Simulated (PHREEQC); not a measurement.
1 kg of water holding 12 mmol/kgw Na2SO4, 48 mmol/kgw KCl and 7.1 mmol/kgw NaCl is evaporated at 75 °C; the solids stay in contact with the brine. The system is closed to CO2. The run lets Arcanite, Glaserite, Halite, Mirabilite, Misenite, Sylvite, Thenardite precipitate or redissolve, and no other solid.

Computed with PHREEQC (Pitzer model, pitzer.dat).

| water left (kg) | ionic strength | water activity | Sylvite (mol) | Glaserite (mol) | Halite (mol) | Na in solution (mol/kgw) |
|---|---|---|---|---|---|---|
| 1 | 0.0911 | 0.998 | 0 | 0 | 0 | 0.0311 |
| 0.6755 | ___ | 0.997 | 0 | 0 | 0 | 0.0460 |
| 0.5552 | ___ | 0.996 | 0 | 0 | 0 | ___ |
| 0.375 | 0.243 | 0.994 | 0 | 0 | 0 | 0.0829 |
| 0.2533 | 0.360 | 0.991 | 0 | 0 | 0 | 0.123 |
| 0.2082 | 0.438 | 0.989 | 0 | 0 | 0 | 0.149 |
| 0.1407 | 0.648 | 0.984 | 0 | 0 | 0 | ___ |
| 0.09502 | 0.959 | 0.977 | 0 | 0 | 0 | 0.327 |
| 0.06418 | ___ | 0.965 | 0 | 0 | 0 | 0.485 |
| 0.05275 | 1.73 | 0.958 | 0 | 0 | 0 | 0.590 |
| 0.03564 | 2.56 | 0.937 | 0 | 0 | 0 | 0.873 |
| 0.02407 | 3.78 | 0.906 | 0 | 0 | 0 | 1.29 |
| 0.01979 | 4.60 | 0.884 | 0 | 0 | 0 | 1.57 |
| 0.01337 | 5.85 | 0.836 | 0 | ___ | 0 | 2.17 |
| 0.00903 | 7.21 | 0.770 | 0 | ___ | 0 | 2.96 |
| 0.007427 | 8.28 | 0.725 | 0 | ___ | 0 | 3.52 |
| 0.005012 | 9.37 | 0.682 | 0.0123 | 0.00520 | 0.000648 | 5.04 |

### Question
Complete the blanks.

### Answer

- 0.6755, ionic strength: 0.135
- 0.5552, ionic strength: 0.164
- 0.5552, Na in solution (mol/kgw): 0.0560
- 0.1407, Na in solution (mol/kgw): 0.221
- 0.06418, ionic strength: 1.42
- 0.01337, Glaserite (mol): 0.00214
- 0.00903, Glaserite (mol): 0.00433
- 0.007427, Glaserite (mol): 0.00493

Away from 25 °C the constants follow the database's enthalpies or fits; those with neither stay at their 25 °C values.
